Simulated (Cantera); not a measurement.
Input (Python, Cantera) and output of one run.

```python
import numpy as np
import cantera as ct

gas_names = """
    Fe FeO O O2 O3 S SO SO2 SO3 S2 S2O S8
""".split()
cond_names = """
    Fe(a) Fe(c) Fe(d) Fe(L) FeO(s) FeO(L) FeS(a) FeS(b) FeS(c) FeS(L) FeSO4(s) FeS2(s) Fe2O3(s)
    Fe2S3O12(s) Fe3O4(s) S(cr1) S(cr2) S(L)
""".split()


# ... load() reads the species with a 1 bar reference pressure and builds the phases ...
atoms = {
    'FeS': {'Fe': 1, 'S': 1},
    'O2': {'O': 2},
    'SO3': {'S': 1, 'O': 3},
}
top_T = {'FeSO4(s)': 950, 'FeS2(s)': 1010, 'Fe2O3(s)': 1830, 'Fe2S3O12(s)': 1100, 'Fe3O4(s)': 1870}  # K; cautious upper limits of use, not melting points


# ... equilibrate(T, P, feed) seeds the gas with the atoms and calls Mixture.equilibrate('TP', solver="vcs", rtol=1e-11, max_steps=5000) ...
results = []
feed = {'FeS': 1, 'O2': 0.11, 'SO3': 0.059}  # mol
T = 1048.15  # K
P = 37000  # Pa
mix = equilibrate(T, P, feed)
results.append((T, P, feed, dict(zip(mix.species_names, mix.species_moles))))
x = sorted(zip(gas.X, gas.species_names), reverse=True)
print(f"T = {T:g} K  P = {P:g} Pa  gas = {mix.phase_moles(0):.4g} mol")
print("   x: " + "  ".join(f"{s} {v:.3e}" for v, s in x if v > 1e-06))
print("   condensed (mol): " + ("  ".join(f"{mix.phase(i).name} {mix.phase_moles(i):.4g}"
      for i in range(1, mix.n_phases) if mix.phase_moles(i) > 1e-12) or "none"))
```

Output:

```
T = 1048.15 K  P = 37000 Pa  gas = 0.1437 mol
   x: SO2 9.603e-01  S2 3.604e-02  S2O 3.606e-03  SO 7.067e-05
   condensed (mol): FeS(c) 0.9096  Fe3O4(s) 0.03013
```

These are equilibrium values from Cantera (NASA tables, ideal gas, pure condensed phases), not measurements of a reactor. Mutual solubility and eutectic melting of coexisting phases are not modelled. FeS: taken at fixed stoichiometry. Gases not in the tables: S3 to S7.
